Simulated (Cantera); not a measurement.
Cantera run, input and output.

```python
import numpy as np
import cantera as ct

gas = ct.Solution("gri30.yaml", transport_model="multicomponent")
show = ['H2', 'CH4', 'C2H2']

rows = []
print(f"{'T/K':>7s}{'rho':>11s}{'cp':>10s}{'mu':>11s}{'lambda':>11s}{'Pr':>7s}" + "".join(f"{'D_' + s:>11s}" for s in show))
for T in [400, 600, 800, 1000, 1200, 1400, 1600, 1800]:
    gas.TPX = T, 370, {'NO': 0.19}
    Pr = gas.cp_mass * gas.viscosity / gas.thermal_conductivity
    D = [gas.mix_diff_coeffs_mole[gas.species_index(s)] for s in show]
    rows.append([gas.density, gas.cp_mass, gas.viscosity, gas.thermal_conductivity, Pr, *D])
    print(f"{T:7g}{gas.density:11.4e}{gas.cp_mass:10.1f}{gas.viscosity:11.4e}"
          f"{gas.thermal_conductivity:11.4e}{Pr:7.3f}" + "".join(f"{d:11.4e}" for d in D))
print("SI units: kg/m3, J/kg/K, Pa s, W/m/K, m2/s")
```

It prints:

```
    T/K        rho        cp         mu     lambda     Pr       D_H2      D_CH4     D_C2H2
    400 3.3382e-03     998.6 2.3120e-05 3.2481e-02  0.711 3.4667e-02 1.0099e-02 7.5606e-03
    600 2.2255e-03    1040.9 3.0618e-05 4.5000e-02  0.708 6.8394e-02 2.0323e-02 1.5367e-02
    800 1.6691e-03    1092.2 3.7097e-05 5.7257e-02  0.708 1.1039e-01 3.3078e-02 2.5128e-02
   1000 1.3353e-03    1132.7 4.2948e-05 6.8778e-02  0.707 1.5987e-01 4.8104e-02 3.6633e-02
   1200 1.1127e-03    1159.2 4.8363e-05 7.9307e-02  0.707 2.1626e-01 6.5223e-02 4.9742e-02
   1400 9.5378e-04    1181.0 5.3449e-05 8.9329e-02  0.707 2.7915e-01 8.4305e-02 6.4352e-02
   1600 8.3456e-04    1198.6 5.8275e-05 9.8884e-02  0.706 3.4820e-01 1.0525e-01 8.0384e-02
   1800 7.4183e-04    1212.8 6.2887e-05 1.0801e-01  0.706 4.2315e-01 1.2797e-01 9.7775e-02
SI units: kg/m3, J/kg/K, Pa s, W/m/K, m2/s
```

Computed with Cantera and GRI-Mech 3.0 (53 species, 325 reactions). The composition is frozen, though it would react at the higher temperatures.
